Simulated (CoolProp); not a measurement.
50 sccm (0 °C, 1 atm) of nitrogen bubbles through liquid n-perfluorohexane at 294 K and leaves saturated at a total pressure of 0.15 MPa (ideal gas phase). Each further row changes one setting.

Values from CoolProp's reference Helmholtz-energy equation of state, Gao 2022.

| case | vapour pressure (kPa) | mole fraction of vapour | delivery (mg/min) | delivery (sccm) | change of delivery for a bath 1 K warmer (%) |
|---|---|---|---|---|---|
| as stated | 24.4 | 0.163 | 147 | 9.73 | 5.6 |
| bath temperature 299 K | 30.5 | 0.203 | 193 | 12.8 | 5.6 |
| total pressure 0.3 MPa | 24.4 | 0.0815 | 66.9 | 4.44 | 5.1 |
